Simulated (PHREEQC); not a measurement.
Dissolve 0.046 mol Fe(NO3)3 per kg of water at 20 °C. Closed to the air; pH follows from the charge balance.

All values are PHREEQC results (ion-association model, phreeqc.dat), not measurements.

**Question.** The ionic strength comes out as 0.268 mol/kgw. What activity coefficients do Fe(OH)2+, Fe3(OH)4+5, Fe2(OH)2+4, H+, NO3- get?

**Answer.** Fe(OH)2+ 0.73, Fe3(OH)4+5 0.00050, Fe2(OH)2+4 0.0078, H+ 0.79, NO3- 0.67.

This is a speciation only: nothing precipitates in the calculation. Saturation is exceeded, for instance for Hematite (slow to form), Goethite (slow to form); the values hold only as long as no solid forms.
